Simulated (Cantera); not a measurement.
A perfectly stirred reactor is fed with CH4 : C2H6 : O2 : N2 = 1 : 0.04 : 1.34 : 5.03 (molar parts), at 1.01 bar; it is adiabatic with a 773 K inlet, and is followed from long to short residence time, starting on the burning branch (τ in s: 0.11, 0.043, 0.017, 0.007, 0.0028, 0.0011, 0.00046, 0.00019, 7.6e-05, 3.1e-05, 1.2e-05, 5e-06).

Computed with Cantera and GRI-Mech 3.0 (53 species, 325 reactions).

One state of this run: T (K) = 2147; x CH4 = 0.00160; x C2H6 = 3.75e-6; x O2 = 0.00223; x HO2 = 6.54e-7; x CO = 0.0949. x: mole fraction; the columns are a selection and need not sum to one.

Q: Which value of τ (s) does it belong to?
A. 5.0e-6
B. 7.6e-5
C. 0.017
D. 0.0011

A: D, 0.0011
